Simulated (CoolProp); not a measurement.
The fluid at 364.48 K and 0.356 MPa expands adiabatically to 0.0249 MPa with isentropic efficiency 0.9. The same conditions are run with several fluids, on thermodynamics alone (safety and materials aside).

Computed with CoolProp (reference Helmholtz-energy equation of state of each fluid (R152A: Outcalt 1996; R407C: Lemmon 2003; dimethyl ether: Wu 2011; dry air: Lemmon 2000; chlorine: Thol 2021)). Blends and air are pseudo-pure fits.

| fluid | work (kJ/kg) | final temperature (K) | final phase | final density (kg/m³) |
|---|---|---|---|---|
| R152A | 92.3 | 273.4 | gas | 0.729 |
| R407C | 71.6 | 277.5 | gas | 0.935 |
| dimethyl ether | 132 | 271.7 | gas | 0.511 |
| dry air | 175 | 189.6 | gas | 0.458 |
| chlorine | 74.2 | 211.5 | two-phase, vapour fraction 0.986 | 1.03 |
